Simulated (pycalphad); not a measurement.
Source of the numbers: pycalphad with the COST 507 light-alloy database (1999); pressure 1 atm. The database dates from 1999; later assessments differ in places, in temperatures and in the compounds included. Kinetics are ignored, which matters at the lower temperatures.

# Hf-0.3512B (wt.%): equilibrium cooling sequence

| T (K) | phases above | phases below |
|---|---|---|
| 2404.1 | liquid | bcc + liquid |
| 2153.7 | bcc + liquid | bcc + BM |
| 2063.8 | bcc + BM | BM + hcp |

Changes were sought between steps of 100 K, so a narrower field can be missed.

Database names, with the compositions (at.%) that they take in these runs: BM: Hf 50 B 50.
